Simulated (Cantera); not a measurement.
An adiabatic, constant-pressure homogeneous reactor starts with C3H8 : O2 : N2 = 1 : 3.85 : 14.5 (molar parts), equivalence ratio 1.3, at 1750 K and 750 Torr.

Computed with Cantera and GRI-Mech 3.0 (53 species, 325 reactions). GRI-Mech 3.0 was tuned for natural gas; its chemistry of propane as a main component is partial and can be far from experiment.

**Question.** Predict: time of steepest temperature rise; temperature at 3.00 s; equilibrium temperature; x(O2) at 3.00 s; x(HCN) at 3.00 s; x(OH) at 3.00 s.

**Answer.** 
- time of steepest temperature rise = 17.2 µs
- temperature at 3.00 s = 2872 K
- equilibrium temperature = 2872 K
- x(O2) at 3.00 s = 0.00805 (gas-phase equilibrium 0.00805)
- x(HCN) at 3.00 s = 9.75e-9 (gas-phase equilibrium 9.75e-9)
- x(OH) at 3.00 s = 0.0193 (gas-phase equilibrium 0.0193)
